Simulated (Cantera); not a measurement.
# Thermodynamics of iron carbonyl, mercury and lead vapours, feed PbO + CO + N₂

Charge: 1 mol PbO, 8.3 mol CO, 47 mol N₂, equilibrated at 13300 Pa.

These are equilibrium values from Cantera (NASA tables, ideal gas, pure condensed phases), not measurements of a reactor. Candidate condensed phases: C, Pb, PbO, PbO₂, Pb₃O₄; 27 gas species. The numbers say what is thermodynamically allowed, not how fast it happens.

From 923 K to 1273 K the condensed part is Pb(l). From 1323 K to 1423 K nothing is condensed. The main Pb-bearing gas is Pb throughout.

```json
[
 {"T (K)": "923", "x N₂": "0.850", "x CO": "0.132", "x CO₂": "0.0181", "x Pb": "1.90e-5", "x Pb₂": "1.71e-11", "x PbO": "1.04e-12", "n Pb(l)": "0.999"},
 {"T (K)": "973", "x N₂": "0.850", "x CO": "0.132", "x CO₂": "0.0181", "x Pb": "6.56e-5", "x Pb₂": "1.36e-10", "x PbO": "1.03e-11", "n Pb(l)": "0.996"},
 {"T (K)": "1023", "x N₂": "0.850", "x CO": "0.132", "x CO₂": "0.0181", "x Pb": "0.000200", "x Pb₂": "8.81e-10", "x PbO": "8.08e-11", "n Pb(l)": "0.989"},
 {"T (K)": "1073", "x N₂": "0.849", "x CO": "0.132", "x CO₂": "0.0181", "x Pb": "0.000548", "x Pb₂": "4.76e-9", "x PbO": "5.22e-10", "n Pb(l)": "0.970"},
 {"T (K)": "1123", "x N₂": "0.849", "x CO": "0.132", "x CO₂": "0.0181", "x Pb": "0.00137", "x Pb₂": "2.20e-8", "x PbO": "2.85e-9", "n Pb(l)": "0.924"},
 {"T (K)": "1173", "x N₂": "0.847", "x CO": "0.132", "x CO₂": "0.0180", "x Pb": "0.00316", "x Pb₂": "8.89e-8", "x PbO": "1.34e-8", "n Pb(l)": "0.824"},
 {"T (K)": "1223", "x N₂": "0.844", "x CO": "0.131", "x CO₂": "0.0180", "x Pb": "0.00681", "x Pb₂": "3.19e-7", "x PbO": "5.54e-8", "n Pb(l)": "0.621"},
 {"T (K)": "1273", "x N₂": "0.838", "x CO": "0.130", "x CO₂": "0.0178", "x Pb": "0.0138", "x Pb₂": "1.03e-6", "x PbO": "2.04e-7", "n Pb(l)": "0.228"},
 {"T (K)": "1323", "x N₂": "0.835", "x CO": "0.130", "x CO₂": "0.0178", "x Pb": "0.0178", "x Pb₂": "1.38e-6", "x PbO": "4.59e-7", "n Pb(l)": "0"},
 {"T (K)": "1373", "x N₂": "0.835", "x CO": "0.130", "x CO₂": "0.0178", "x Pb": "0.0178", "x Pb₂": "1.13e-6", "x PbO": "7.66e-7", "n Pb(l)": "0"},
 {"T (K)": "1423", "x N₂": "0.835", "x CO": "0.130", "x CO₂": "0.0178", "x Pb": "0.0178", "x Pb₂": "9.36e-7", "x PbO": "1.23e-6", "n Pb(l)": "0"}
]
```
x: gas mole fraction; n: condensed amount in mol.
